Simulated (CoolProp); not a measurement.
The fluid at 802.56 K and 0.337 MPa is compressed adiabatically to 2.57 MPa with isentropic efficiency 0.8. The same conditions are run with several fluids, on thermodynamics alone (safety and materials aside).

Model: reference Helmholtz-energy equation of state of each fluid (water: Wagner 2002; oxygen: Schmidt 1985; dry air: Lemmon 2000; nitrogen: Span 2000), in CoolProp. Blends and air are pseudo-pure fits.

Problem. Rank water, oxygen, dry air, nitrogen by work (kJ/kg), highest first.

Solution. water (1170), nitrogen (797), dry air (768), oxygen (685)

```csv
fluid,final temperature (K),final density (kg/m³)
water,1305.1,4.27
oxygen,1422.7,6.92
dry air,1462.5,6.09
nitrogen,1470.3,5.85
```

Above 300 K oxygen's equation is extrapolated.
